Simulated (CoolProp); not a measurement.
A simple Rankine cycle with dimethyl carbonate: condensing at 306.15 K, boiler at 0.102 MPa, turbine inlet 368.4 K, turbine efficiency 0.9, pump efficiency 0.7, no recuperator. Each further row changes one setting.

Computed with CoolProp (reference Helmholtz-energy equation of state, Zhou 2011).

```csv
case,thermal efficiency (%),net work (kJ/kg),heat in (kJ/kg),turbine exit temperature (K),volume ratio over the turbine
as stated,12.7,62.4,491,318.1,8.34
turbine inlet 388.4 K,12.8,66.2,519,337.4,8.36
condensing temperature 298.15 K,14.3,72.5,506,309.7,12.1
boiler pressure 0.0714 MPa,10.9,53.4,492,326.1,5.94
turbine efficiency 0.8,11.3,55.5,491,323.7,8.49
```
